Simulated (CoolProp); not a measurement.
CH3F (R41) along the isobar 29.4 MPa: fugacity coefficient from the reference equation and from simpler models built on Tc = 317.3 K, pc = 5.906 MPa, ω = 0.200; each cubic takes its own stable root.

Computed with CoolProp (reference Helmholtz-energy equation of state, Lemmon 2006). It is a short technical equation, of lower accuracy than the large ones.

```
T (K)          phase  reference
-----  -------------  ---------
304.4         liquid     0.1716
313.7         liquid     0.1983
322.9  supercritical     0.2261
332.2  supercritical     0.2554
341.5  supercritical     0.2856
350.8  supercritical     0.3164
360.1  supercritical     0.3475
369.3  supercritical     0.3784
378.6  supercritical     0.4095
387.9  supercritical     0.4402
397.2  supercritical     0.4703
406.4  supercritical     0.4993
415.7  supercritical     0.5277
425    supercritical     0.5552
```

**Question.** How far does each simpler model (van der Waals, Redlich-Kwong, Soave-Redlich-Kwong, Peng-Robinson) lie from the reference over these 14 states: mean and median of the absolute difference, and the worst?

**Answer.** 
- van der Waals: mean 24.1 %, median 18.5 %, worst +66.0 % at 304.4 K and 29.4 MPa
- Redlich-Kwong: mean 14.0 %, median 12.7 %, worst +27.4 % at 304.4 K and 29.4 MPa
- Soave-Redlich-Kwong: mean 21.4 %, median 21.6 %, worst +23.7 % at 304.4 K and 29.4 MPa
- Peng-Robinson: mean 10.3 %, median 10.5 %, worst +11.7 % at 304.4 K and 29.4 MPa
